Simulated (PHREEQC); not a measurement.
Solution A (0.08 mmol/kgw Ag2SO4, 0.082 mmol/kgw NaCl and 0.055 mmol/kgw Na2SO4) is mixed with solution B (0.22 mol/kgw KH2PO4 and 0.0002 mol/kgw HF) at 59 °C; shares are by mass of water, 1 kg in all. O2 is buffered at 0.21 atm. No CO2 enters from the air. Only these solids could form: Cerargyrite, Ag2O, Ag3PO4, Ag2SO4, Halite, Mirabilite.

All values are PHREEQC results (ion-association model, wateq4f.dat), not measurements.

Problem. Predict pH at share of solution B = 0, 0.5, 0.7, 0.8.

Solution. 
```
share of solution B    pH
-------------------  ----
0                    6.53
0.5                  4.46
0.7                  4.42
0.8                  4.41
```

Species that the database lacks are ignored. H3PO4, which wateq4f.dat lacks, is added to it with the constant of phreeqc.dat. At this temperature some constants are extrapolated from 25 °C, and those without enthalpy data are left unchanged. The database has no phosphate complexes of Ag.
